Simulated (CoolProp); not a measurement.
A closed Brayton cycle with dry air: compressor inlet 331.15 K and 7.9 MPa, high pressure 17.5 MPa, turbine inlet 860 K, compressor efficiency 0.89, turbine efficiency 0.85, recuperator effectiveness 0.8 (on enthalpy, no pinch check). Each further row changes one setting.

Model: reference Helmholtz-energy equation of state, Lemmon 2000, in CoolProp. It is a pseudo-pure fit of the blend.

| case | thermal efficiency (%) | net work (kJ/kg) | compressor to turbine work | compressor exit (K) | turbine exit (K) |
|---|---|---|---|---|---|
| as stated | [?] | 58.6 | 0.63 | 427.3 | 722.5 |
| turbine inlet 810 K | 23.8 | [?] | 0.67 | 427.3 | [?] |
| compressor inlet 341.15 K | 24.9 | 55.4 | [?] | 440.1 | 722.5 |
| high pressure 14.9 MPa | 24.9 | [?] | 0.60 | 406.1 | [?] |
| recuperator effectiveness 0.5 | [?] | 58.6 | 0.63 | 427.3 | 722.5 |

Problem. Complete the blanks.

Solution. 
- as stated, thermal efficiency (%): 25.9
- turbine inlet 810 K, net work (kJ/kg): 49.5
- turbine inlet 810 K, turbine exit (K): 679.1
- compressor inlet 341.15 K, compressor to turbine work: 0.65
- high pressure 14.9 MPa, net work (kJ/kg): 51.2
- high pressure 14.9 MPa, turbine exit (K): 748.3
- recuperator effectiveness 0.5, thermal efficiency (%): 18.2
